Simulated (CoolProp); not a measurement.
Properties of fluoroethane (R161) along the isotherm 450 K (Tc = 375.2 K, pc = 5010 kPa, ω = 0.216).

The numbers come from the reference Helmholtz-energy equation of state, Wu 2012 in CoolProp.

| p (kPa) | phase | cp (kJ/(kg K)) | cv (kJ/(kg K)) | expansivity (1/kK) | fugacity coefficient |
|---|---|---|---|---|---|
| 455 | gas | 1.707 | 1.519 | 2.358 | 0.9824 |
| 909 | gas | 1.731 | [?] | 2.505 | 0.9651 |
| 1360 | gas | 1.756 | 1.534 | [?] | 0.9482 |
| 1820 | gas | 1.785 | 1.542 | 2.839 | 0.9311 |
| 2270 | gas | 1.815 | 1.550 | 3.027 | 0.9146 |
| 2730 | gas | 1.849 | 1.559 | [?] | 0.8980 |
| 3180 | gas | [?] | 1.567 | 3.460 | 0.8819 |
| 3640 | gas | 1.926 | 1.577 | 3.711 | 0.8657 |
| 4090 | gas | 1.970 | 1.587 | [?] | 0.8501 |
| 4550 | gas | 2.020 | 1.598 | 4.283 | 0.8343 |
| 5000 | gas | [?] | [?] | 4.608 | [?] |

Problem. Fill in the missing entries.

Solution. 
- 909, cv (kJ/(kg K)): 1.526
- 1360, expansivity (1/kK): 2.663
- 2730, expansivity (1/kK): 3.236
- 3180, cp (kJ/(kg K)): 1.885
- 4090, expansivity (1/kK): 3.981
- 5000, cp (kJ/(kg K)): 2.073
- 5000, cv (kJ/(kg K)): 1.608
- 5000, fugacity coefficient: 0.8191
